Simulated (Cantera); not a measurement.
A closed system holds: 1 mol CH3SiCl3, 2.5 mol HCl, 8.8 mol H2, at 0.0730 bar.

Cantera equilibrium calculation (NASA polynomials, part measured and part estimated; ideal gas, pure solids and liquids). Candidate condensed phases: C, C6H6, C7H8, C8H18, Si, SiC; 109 gas species. The feed counts by its element totals alone. The tables' values for SiCl3 are old estimates; treat these amounts as uncertain. Rates play no part. All values below are at 1427 °C.

Base state: H2 0.628, HCl 0.359, SiCl2 0.0109, SiCl3 0.00107, H 0.000432, SiCl4 0.000207, Cl 0.000192, SiHCl3 7.03e-5 (mole fractions); condensed: C(graphite) + SiC(s).

Question: What changes in the equilibrium state with this change: H2 from 8.8 to 110 mol?

Answer: 
| species | before | after |
|---|---|---|
| H2 | 0.628 | 0.952 |
| HCl | 0.359 | 0.0473 |
| H | 0.000432 | 0.000532 |
| SiCl2 | 0.0109 | 0.000152 |
| SiCl4 | 0.000207 | 3.32e-8 |
| SiCl3 | 0.00107 | 1.60e-6 |
| SiHCl3 | 7.03e-5 | 1.29e-7 |
| Cl | 0.000192 | 2.05e-5 |
| CH4 | 3.16e-5 | 5.95e-5 |
| C(graphite), mol | 0.173 | 0 |
| SiC(s), mol | 0.825 | 0.982 |
